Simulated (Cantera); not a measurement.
# Stirred combustor or abatement burner

A perfectly stirred reactor is fed with CH₃OH : O₂ : N₂ = 1 : 2.54 : 30.5 (molar parts), at 1.88 atm; it is adiabatic with a 823 K inlet, and is followed from long to short residence time, starting on the burning branch (τ in s: 0.22, 0.086, 0.033, 0.013, 0.0049, 0.0019, 0.00072, 0.00028, 0.00011, 4.1e-05).

Computed with Cantera and GRI-Mech 3.0 (53 species, 325 reactions). GRI-Mech 3.0 was tuned for natural gas; its chemistry of methanol as a main component is partial and can be far from experiment.

```csv
τ (s),T (K),x CH₃OH,x O₂,x H₂O,x C₂H₄,x CH₂
0.22,1386,6.52e-6,0.0302,0.0578,<1e-12,1.96e-11
0.086,1383,1.25e-5,0.0304,0.0577,<1e-12,6.90e-11
0.033,1378,2.44e-5,0.0306,0.0576,2.25e-12,2.68e-10
0.013,1367,4.98e-5,0.0313,0.0574,1.47e-11,9.73e-10
0.0049,823,0.0294,0.0746,<1e-12,<1e-12,<1e-12
0.0019,823,0.0294,0.0746,<1e-12,<1e-12,<1e-12
0.00072,823,0.0294,0.0746,<1e-12,<1e-12,<1e-12
0.00028,823,0.0294,0.0746,<1e-12,<1e-12,<1e-12
0.00011,823,0.0294,0.0746,<1e-12,<1e-12,<1e-12
4.1e-5,823,0.0294,0.0746,<1e-12,<1e-12,<1e-12
```
x: mole fraction; the columns are a selection and need not sum to one.
